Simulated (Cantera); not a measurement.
A Cantera script and what it prints.

```python
import numpy as np
import cantera as ct

gas_names = """
    CL CL2 H HCL H2 Si SiCL SiCL2 SiCL3 SiCL4 SiH SiHCL3 SiH2 SiH2CL2 SiH3 SiH3CL SiH4 Si2 Si3
""".split()
cond_names = """
    Si(cr) Si(L)
""".split()


# ... load() reads the species with a 1 bar reference pressure and builds the phases ...
atoms = {
    'SiCl4': {'Si': 1, 'CL': 4},
    'HCl': {'H': 1, 'CL': 1},
    'H2': {'H': 2},
}
top_T = {}  # K; cautious upper limits of use, not melting points


# ... equilibrate(T, P, feed) seeds the gas with the atoms and calls Mixture.equilibrate('TP', solver="vcs", rtol=1e-11, max_steps=5000) ...
results = []
feed = {'SiCl4': 1, 'HCl': 0.61, 'H2': 17}  # mol
T = 550  # K
P = 29000  # Pa
mix = equilibrate(T, P, feed)
results.append((T, P, feed, dict(zip(mix.species_names, mix.species_moles))))
x = sorted(zip(gas.X, gas.species_names), reverse=True)
print(f"T = {T:g} K  P = {P:g} Pa  gas = {mix.phase_moles(0):.4g} mol")
print("   x: " + "  ".join(f"{s} {v:.3e}" for v, s in x if v > 1e-06))
print("   condensed (mol): " + ("  ".join(f"{mix.phase(i).name} {mix.phase_moles(i):.4g}"
      for i in range(1, mix.n_phases) if mix.phase_moles(i) > 1e-12) or "none"))
```

Output:

```
T = 550 K  P = 29000 Pa  gas = 18.61 mol
   x: H2 9.135e-01  SiCL4 5.372e-02  HCL 3.279e-02  SiHCL3 1.133e-05
   condensed (mol): none
```

Method: chemical equilibrium by Gibbs-energy minimisation in Cantera with the NASA 1993 tables (ideal gas, pure condensed phases).
